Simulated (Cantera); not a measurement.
# Hydrogen reduction and annealing atmospheres: Nb2O5 + H2

Charge: 1 mol Nb2O5, a varied amount of H2, equilibrated at 3.80 mbar.

These are equilibrium values from Cantera (NASA tables, ideal gas, pure condensed phases), not measurements of a reactor. Candidate condensed phases: H2O, Nb, NbO, NbO2, Nb2O5; 12 gas species. Mutual solubility and eutectic melting of coexisting phases are not modelled. NbO: taken at fixed stoichiometry. Condensed phases not in the tables: the oxides between NbO2 and Nb2O5, N, O or C dissolved in the metal. The numbers say what is thermodynamically allowed, not how fast it happens.

Stable condensed phases:

```
T in K \ n(H2) in mol
         0.43 0.86  1.7  3.5    7   14   28   57  120  230  470  940
   2125     A    A    A    A    A    B    B    B    C    D    D    E
   2100     A    A    A    A    A    B    B    B    C    D    D    D
   2075     A    A    A    A    A    B    B    B    C    D    D    D
   2050     A    A    A    A    B    B    B    B    C    D    D    D
   2025     A    A    A    A    B    B    B    B    C    D    D    D
   2000     A    A    A    A    B    B    B    B    C    C    D    D
   1975     A    A    A    A    B    B    B    B    C    C    D    D
   1950     A    A    A    A    B    B    B    B    C    C    D    D
   1925     A    A    A    A    B    B    B    B    C    C    D    D
   1900     A    A    A    A    B    B    B    B    C    C    D    D
   1875     A    A    A    A    B    B    B    B    B    C    D    D
```

A: NbO2 + Nb2O5; B: NbO2; C: NbO + NbO2; D: NbO; E: Nb + NbO.
